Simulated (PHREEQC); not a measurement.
Solution (25 °C): 0.0032 mol/kgw KH2PO4, 0.023 mol/kgw K2HPO4 and 0.005 mol/kgw KCl. Closed to the air; pH follows from the charge balance.

All values are PHREEQC results (ion-association model, wateq4f.dat), not measurements.

The pH is 7.75 and the ionic strength is 0.0754 mol/kgw. The total alkalinity is 23.0 meq/kg.

| species | molality | activity | log γ |
|---|---|---|---|
| K+ | 0.0533 | 0.0418 | -0.105 |
| HPO4-2 | 0.0221 | 0.00908 | -0.386 |
| Cl- | 0.00500 | 0.00392 | -0.105 |
| H2PO4- | 0.00320 | 0.00258 | -0.094 |
| KHPO4- | 0.000919 | 0.000740 | -0.094 |
| PO4-3 | 1.71e-6 | 2.32e-7 | -0.869 |
| OH- | 7.24e-7 | 5.67e-7 | -0.106 |
| H+ | 2.11e-8 | 1.76e-8 | -0.077 |
| H3PO4 | 6.58e-9 | 6.69e-9 | 0.008 |

This is a speciation only: nothing precipitates in the calculation. Complexes and solids missing from the database can't appear. H3PO4, which wateq4f.dat lacks, is added to it with the constant of phreeqc.dat.
